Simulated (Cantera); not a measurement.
Input: 1 mol SiH4, 0.11 mol Cl2, 360 mol H2, equilibrated at 1373.15 K and 0.133 bar.

These are equilibrium values from Cantera (NASA tables, ideal gas, pure condensed phases), not measurements of a reactor. Candidate condensed phases: Si; 19 gas species. Rates play no part.

Base state: H2 0.999, HCl 0.000605 (mole fractions); condensed: Si(s).

**Question.** What changes in the equilibrium state with this change: H2 from 360 to 4.9 mol?

**Answer.** 
| species | before | after |
|---|---|---|
| H2 | 0.999 | 0.971 |
| HCl | 0.000605 | 0.0264 |
| SiCl2 | 1.05e-6 | 0.00207 |
| SiCl3 | 1.42e-9 | 0.000124 |
| SiHCl3 | <1e-9 | 7.94e-5 |
| Si(s), mol | 0.999 | 0.984 |
The tables' values for SiCl3 are old estimates; treat these amounts as uncertain.
